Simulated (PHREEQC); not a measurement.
A solution holds 0.0053 mol NH4HF2, 0.0079 mol H2SiF6 and 0.0069 mol H2SO4 per kg of water, at 25 °C. Closed to the air; pH follows from the charge balance.

The numbers come from PHREEQC with the ion-association model, wateq4f.dat.

The pH comes out as 1.74 and the ionic strength comes out as 0.0376 mol/kgw. The total alkalinity comes out as -66.5 meq/kg.

```
species  molality  activity   log γ
-------  --------  --------  ------
H+         0.0212    0.0184  -0.063
HF        0.00971   0.00979   0.004
SiF6-2    0.00789   0.00395  -0.300
NH4+      0.00519   0.00435  -0.077
HSO4-     0.00350   0.00293  -0.077
SO4-2     0.00329   0.00164  -0.302
F-       0.000429  0.000356  -0.081
H2F2     0.000248  0.000250   0.004
NH4SO4-  0.000109   9.20e-5  -0.075
HF2-      1.61e-5   1.34e-5  -0.081
```

This is a speciation only: nothing precipitates in the calculation. SiF6-2 is the database's only silicon fluoride.
